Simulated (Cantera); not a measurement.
Metals in furnace atmospheres: Ti + O2 + CO

Charge: 1 mol Ti, 1.1 mol O2, 35 mol CO, at 10.0 mbar.

Cantera equilibrium calculation (NASA polynomials, part measured and part estimated; ideal gas, pure solids and liquids). Candidate condensed phases: C, Ti, TiC, TiO, TiO2, Ti2O3, Ti3O5, Ti4O7; 15 gas species. Mutual solubility and eutectic melting of coexisting phases are not modelled. Condensed phases not in the tables: Magnéli phases beyond Ti4O7. Kinetics and transport are ignored.

From 800 K to 900 K the condensed part is C(graphite) + TiO2(rutile). From 1000 K to 1400 K the condensed part is TiO2(rutile). From 1500 K to 1600 K the condensed part is TiO2(rutile) + Ti4O7(s). From 1700 K to 1800 K the condensed part is Ti4O7(s).

```json
[
 {"T (K)": "800", "x CO": "0.620", "x CO2": "0.380", "x TiO2": "<1e-12", "x TiO": "<1e-12", "x O": "<1e-12", "n C(graphite)": "9.49", "n TiO2(rutile)": "1.00", "n Ti4O7(s)": "0"},
 {"T (K)": "900", "x CO": "0.950", "x CO2": "0.0504", "x TiO2": "<1e-12", "x TiO": "<1e-12", "x O": "<1e-12", "n C(graphite)": "1.49", "n TiO2(rutile)": "1.00", "n Ti4O7(s)": "0"},
 {"T (K)": "1000", "x CO": "0.994", "x CO2": "0.00571", "x TiO2": "<1e-12", "x TiO": "<1e-12", "x O": "<1e-12", "n C(graphite)": "0", "n TiO2(rutile)": "1.00", "n Ti4O7(s)": "0"},
 {"T (K)": "1100", "x CO": "0.994", "x CO2": "0.00571", "x TiO2": "<1e-12", "x TiO": "<1e-12", "x O": "<1e-12", "n C(graphite)": "0", "n TiO2(rutile)": "1.00", "n Ti4O7(s)": "0"},
 {"T (K)": "1200", "x CO": "0.994", "x CO2": "0.00571", "x TiO2": "<1e-12", "x TiO": "<1e-12", "x O": "<1e-12", "n C(graphite)": "0", "n TiO2(rutile)": "1.00", "n Ti4O7(s)": "0"},
 {"T (K)": "1300", "x CO": "0.994", "x CO2": "0.00571", "x TiO2": "<1e-12", "x TiO": "<1e-12", "x O": "<1e-12", "n C(graphite)": "0", "n TiO2(rutile)": "1.00", "n Ti4O7(s)": "0"},
 {"T (K)": "1400", "x CO": "0.994", "x CO2": "0.00571", "x TiO2": "2.90e-12", "x TiO": "<1e-12", "x O": "<1e-12", "n C(graphite)": "0", "n TiO2(rutile)": "1.00", "n Ti4O7(s)": "0"},
 {"T (K)": "1500", "x CO": "0.994", "x CO2": "0.00616", "x TiO2": "1.00e-10", "x TiO": "9.53e-12", "x O": "1.23e-11", "n C(graphite)": "0", "n TiO2(rutile)": "0.938", "n Ti4O7(s)": "0.0155"},
 {"T (K)": "1600", "x CO": "0.989", "x CO2": "0.0105", "x TiO2": "2.20e-9", "x TiO": "1.81e-10", "x O": "3.08e-10", "n C(graphite)": "0", "n TiO2(rutile)": "0.324", "n Ti4O7(s)": "0.169"},
 {"T (K)": "1700", "x CO": "0.987", "x CO2": "0.0129", "x TiO2": "3.09e-8", "x TiO": "2.97e-9", "x O": "4.00e-9", "n C(graphite)": "0", "n TiO2(rutile)": "0", "n Ti4O7(s)": "0.250"},
 {"T (K)": "1800", "x CO": "0.987", "x CO2": "0.0129", "x TiO2": "3.07e-7", "x TiO": "4.04e-8", "x O": "3.26e-8", "n C(graphite)": "0", "n TiO2(rutile)": "0", "n Ti4O7(s)": "0.250"}
]
```
x: gas mole fraction; n: condensed amount in mol.
